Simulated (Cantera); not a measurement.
A perfectly stirred reactor is fed with CH4 : O2 : N2 = 1 : 2 : 7.52 (molar parts), equivalence ratio 1.0, at 1.01 bar; it is adiabatic with a 425 K inlet, and is followed from long to short residence time, starting on the burning branch (τ in s: 0.18, 0.061, 0.021, 0.0075, 0.0026, 0.00092, 0.00032, 0.00011, 3.9e-05, 1.4e-05, 4.8e-06).

Model: GRI-Mech 3.0 (53 species, 325 reactions), integrated in Cantera.

x: mole fraction; the columns are a selection and need not sum to one.

| τ (s) | T (K) | x CH4 | x O2 | x C2H6 | x CH2 | x H2 |
|---|---|---|---|---|---|---|
| 0.18 | 2279 | 1.80e-6 | 0.00657 | <1e-12 | ___ | 0.00480 |
| 0.061 | 2267 | 4.62e-6 | 0.00745 | 3.90e-12 | ___ | 0.00526 |
| 0.021 | 2241 | 1.07e-5 | 0.00897 | 2.03e-11 | ___ | 0.00622 |
| 0.0075 | 2198 | 2.26e-5 | 0.0112 | 8.49e-11 | ___ | 0.00778 |
| 0.0026 | 2135 | 4.85e-5 | 0.0141 | 3.52e-10 | ___ | 0.00999 |
| 0.00092 | 2059 | 0.000108 | 0.0176 | 1.55e-9 | ___ | 0.0125 |
| 0.00032 | 1971 | 0.000272 | 0.0218 | 9.02e-9 | ___ | 0.0150 |
| 0.00011 | 1870 | 0.000860 | 0.0288 | 9.85e-8 | ___ | 0.0171 |
| 3.9e-5 | 425 | 0.0951 | 0.190 | <1e-12 | <1e-12 | <1e-12 |
| 1.4e-5 | 425 | 0.0951 | 0.190 | <1e-12 | <1e-12 | <1e-12 |
| 4.8e-6 | 425 | 0.0951 | 0.190 | <1e-12 | <1e-12 | <1e-12 |

Task: Some entries are withheld; supply them.

Result: 
- 0.18, x CH2: 8.38e-8
- 0.061, x CH2: 2.19e-7
- 0.021, x CH2: 5.07e-7
- 0.0075, x CH2: 1.01e-6
- 0.0026, x CH2: 1.86e-6
- 0.00092, x CH2: 3.25e-6
- 0.00032, x CH2: 5.92e-6
- 0.00011, x CH2: 1.28e-5
